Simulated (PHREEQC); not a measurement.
NaOH is added in steps, without added water, to 1 kg of water holding 2.1 mmol/kgw CuSO4, 1.3 mmol/kgw HNO3 and 0.031 mmol/kgw FeCl3, at 25 °C. Oxygen alone is held at its pressure in air (log pO2 = -0.68). No CO2 enters from the air. The run lets Fe(OH)3(a), Cu(OH)2, Brochantite, Antlerite, Atacamite, Cu2(OH)3NO3, Jarosite-Na, Halite, Mirabilite, Chalcanthite precipitate or redissolve, and no other solid.

Base run: PHREEQC, ion-association model, wateq4f.dat. Each further column changes one thing. The table gives pH.

| NaOH added (mol) | base | CuSO4 left out | FeCl3 left out | diluted 100-fold with water | no solid may form |
|---|---|---|---|---|---|
| 0 | 2.96 | 2.89 | 2.97 | 4.87 | 2.96 |
| 0.001313 | 4.27 | 4.20 | 4.98 | 11.08 | 4.43 |
| 0.002188 | 5.06 | 10.88 | 5.07 | 11.31 | 6.41 |
| 0.0035 | 5.30 | 11.29 | 5.32 | 11.51 | 6.97 |
| 0.004812 | 8.15 | 11.50 | 8.16 | 11.64 | 7.52 |
| 0.005687 | 9.93 | 11.60 | 10.23 | 11.71 | 9.79 |
| 0.007 | 11.10 | 11.71 | 11.13 | 11.80 | 11.09 |

The database's constant for dissolved Cu(OH)2 is higher than later reviews accept.  In at least one series the solution becomes supersaturated in solids that the run did not let form, among them Fe(OH)3(a), Cu(OH)2, Brochantite, Antlerite, Atacamite. Solids allowed in the column 'CuSO4 left out': Fe(OH)3(a), Halite. Solids allowed in the column 'FeCl3 left out': Cu(OH)2, Brochantite, Antlerite, Cu2(OH)3NO3, Mirabilite, Chalcanthite.
